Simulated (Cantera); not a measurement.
Cantera run:

```python
import numpy as np
import cantera as ct

gas_names = """
    Fe FeO Fe(OH)2 H HNO HNO2 HNO3 HO2 H2 H2O H2O2 N NH NH2 NH3 NH2OH NO NO2 NO3 N2 N2H2 N2H4 N2O O OH
    O2 O3
""".split()
cond_names = """
    Fe(a) Fe(c) Fe(d) Fe(L) FeO(s) FeO(L) Fe(OH)2(s) Fe(OH)3(s) Fe2O3(s) Fe3O4(s) H2O(s) H2O(L)
""".split()


# ... load() reads the species with a 1 bar reference pressure and builds the phases ...
atoms = {
    'Fe3O4': {'Fe': 3, 'O': 4},
    'H2': {'H': 2},
    'N2': {'N': 2},
}
top_T = {'Fe2O3(s)': 1830, 'Fe3O4(s)': 1870}  # K; cautious upper limits of use, not melting points


# ... equilibrate(T, P, feed) seeds the gas with the atoms and calls Mixture.equilibrate('TP', solver="vcs", rtol=1e-11, max_steps=5000) ...
results = []
T = 1850  # K
P = 100000  # Pa
for m in [270, 330, 410, 500, 620, 760, 940, 1200, 1400, 1700, 2100]:
    feed = {'Fe3O4': 1, 'H2': m, 'N2': 0.47}  # mol
    mix = equilibrate(T, P, feed)
    results.append((T, P, feed, dict(zip(mix.species_names, mix.species_moles))))
    x = sorted(zip(gas.X, gas.species_names), reverse=True)
    print(f"T = {T:g} K  P = {P:g} Pa  n(H2) = {m:g} mol  gas = {mix.phase_moles(0):.4g} mol")
    print("   x: " + "  ".join(f"{s} {v:.3e}" for v, s in x if v > 1e-06))
    print("   condensed (mol): " + ("  ".join(f"{mix.phase(i).name} {mix.phase_moles(i):.4g}"
          for i in range(1, mix.n_phases) if mix.phase_moles(i) > 1e-12) or "none"))
```

Output:

```
T = 1850 K  P = 100000 Pa  n(H2) = 270 mol  gas = 270.6 mol
   x: H2 9.829e-01  H2O 1.478e-02  N2 1.737e-03  H 5.341e-04  Fe 5.853e-05  NH3 1.071e-06
   condensed (mol): Fe(L) 2.984
T = 1850 K  P = 100000 Pa  n(H2) = 330 mol  gas = 330.6 mol
   x: H2 9.859e-01  H2O 1.210e-02  N2 1.421e-03  H 5.349e-04  Fe 5.853e-05
   condensed (mol): Fe(L) 2.981
T = 1850 K  P = 100000 Pa  n(H2) = 410 mol  gas = 410.6 mol
   x: H2 9.885e-01  H2O 9.741e-03  N2 1.144e-03  H 5.356e-04  Fe 5.853e-05
   condensed (mol): Fe(L) 2.976
T = 1850 K  P = 100000 Pa  n(H2) = 500 mol  gas = 500.6 mol
   x: H2 9.905e-01  H2O 7.990e-03  N2 9.384e-04  H 5.361e-04  Fe 5.853e-05
   condensed (mol): Fe(L) 2.971
T = 1850 K  P = 100000 Pa  n(H2) = 620 mol  gas = 620.7 mol
   x: H2 9.922e-01  H2O 6.444e-03  N2 7.569e-04  H 5.366e-04  Fe 5.853e-05
   condensed (mol): Fe(L) 2.964
T = 1850 K  P = 100000 Pa  n(H2) = 760 mol  gas = 760.7 mol
   x: H2 9.935e-01  H2O 5.258e-03  N2 6.175e-04  H 5.370e-04  Fe 5.853e-05
   condensed (mol): Fe(L) 2.955
T = 1850 K  P = 100000 Pa  n(H2) = 940 mol  gas = 940.8 mol
   x: H2 9.947e-01  H2O 4.252e-03  H 5.373e-04  N2 4.993e-04  Fe 5.853e-05
   condensed (mol): Fe(L) 2.945
T = 1850 K  P = 100000 Pa  n(H2) = 1200 mol  gas = 1201 mol
   x: H2 9.957e-01  H2O 3.331e-03  H 5.375e-04  N2 3.911e-04  Fe 5.853e-05
   condensed (mol): Fe(L) 2.93
T = 1850 K  P = 100000 Pa  n(H2) = 1400 mol  gas = 1401 mol
   x: H2 9.962e-01  H2O 2.855e-03  H 5.377e-04  N2 3.353e-04  Fe 5.853e-05
   condensed (mol): Fe(L) 2.918
T = 1850 K  P = 100000 Pa  n(H2) = 1700 mol  gas = 1701 mol
   x: H2 9.968e-01  H2O 2.351e-03  H 5.378e-04  N2 2.761e-04  Fe 5.853e-05
   condensed (mol): Fe(L) 2.9
T = 1850 K  P = 100000 Pa  n(H2) = 2100 mol  gas = 2101 mol
   x: H2 9.973e-01  H2O 1.904e-03  H 5.380e-04  N2 2.235e-04  Fe 5.853e-05
   condensed (mol): Fe(L) 2.877
```

Method: chemical equilibrium by Gibbs-energy minimisation in Cantera with the NASA 1993 tables (ideal gas, pure condensed phases).
